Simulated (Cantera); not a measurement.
Charge: 1 mol LiOH, 0.24 mol H2O, at 1375 K.

Equilibrium computed with Cantera from the NASA thermochemical tables; the gas is ideal and each condensed phase is pure. Candidate condensed phases: H2O, Li, LiH, LiOH, Li2O; 17 gas species. Equilibrium is a limit: real reactors are often held back by kinetics, nucleation or transport.

Problem. Which condensed phases are stable at each of these points (P (Pa)): 10, 100, 1000, 10000, 100000, 1000000?

Solution. 
```
P (Pa)   condensed phases  Li condensed (%)
-------  ----------------  ----------------
10                Li2O(s)              42.2
100               Li2O(s)              80.4
1000              Li2O(s)              93.7
10000             Li2O(s)              98.0
100000            Li2O(s)              99.3
1000000           LiOH(l)             100.0
```

From 0.000100 bar to 1.00 bar the condensed part is Li2O(s). At 10.0 bar the condensed part is LiOH(l).
